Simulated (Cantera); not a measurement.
**Catalytic stagnation flow on Pt**

A jet of 1.36 % CH4, 15.7 % O2, 82.9 % N2, equivalence ratio 0.17 at 300 K and 38.3 Torr hits a platinum plate 7.7 cm away at a mass flux of 0.044 kg/m²/s; the plate temperature is set and raised in steps from an oxygen-covered start.

Model: Deutschmann's 1995 Pt surface mechanism with GRI-Mech 3.0 gas chemistry, integrated in Cantera. Catalytic surfaces can have several steady states; this one follows from the mechanism file's or the stated starting coverage.

| plate T (K) | wall x CH4 | wall x O2 | wall x H2O | wall x OH | wall x CO | wall x CO2 | θ free Pt | θ O* |
|---|---|---|---|---|---|---|---|---|
| 900 | 0.00920 | 0.148 | 0.00827 | 2.44e-8 | 3.61e-6 | 0.00542 | 0.212 | 0.787 |
| 950 | 0.00725 | 0.144 | 0.0119 | 7.91e-8 | 3.92e-6 | 0.00780 | 0.280 | 0.720 |
| 1000 | 0.00562 | 0.140 | 0.0149 | 2.19e-7 | 4.11e-6 | 0.00977 | 0.349 | 0.650 |
| 1050 | 0.00440 | 0.138 | 0.0171 | 5.35e-7 | 4.27e-6 | 0.0112 | 0.418 | 0.581 |
| 1100 | 0.00352 | 0.136 | 0.0187 | 1.18e-6 | 4.50e-6 | 0.0123 | 0.486 | 0.514 |
x: mole fraction at the wall; θ: surface coverage.
